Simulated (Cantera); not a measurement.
An adiabatic, constant-pressure homogeneous reactor starts with C₃H₈ : O₂ : N₂ = 1 : 3.85 : 14.5 (molar parts), equivalence ratio 1.3, at 1350 K and 2.30 bar.

Detailed kinetics in Cantera: GRI-Mech 3.0 (53 species, 325 reactions). GRI-Mech 3.0 was tuned for natural gas; its chemistry of propane as a main component is partial and can be far from experiment.

### Question
Predict: time of steepest temperature rise; temperature at 0.300 s; equilibrium temperature; x(O₂) at 0.300 s; x(HO₂) at 0.300 s; x(NO) at 0.300 s; x(HCN) at 0.300 s; x(HCO) at 0.300 s.

### Answer
time of steepest temperature rise: 0.310 ms
temperature at 0.300 s: 2778 K
equilibrium temperature: 2778 K
x(O₂) at 0.300 s: 0.00315 (gas-phase equilibrium 0.00315)
x(HO₂) at 0.300 s: 1.71e-6 (gas-phase equilibrium 1.71e-6)
x(NO) at 0.300 s: 0.00401 (gas-phase equilibrium 0.00401)
x(HCN) at 0.300 s: 1.41e-8 (gas-phase equilibrium 1.41e-8)
x(HCO) at 0.300 s: 1.75e-7 (gas-phase equilibrium 1.75e-7)
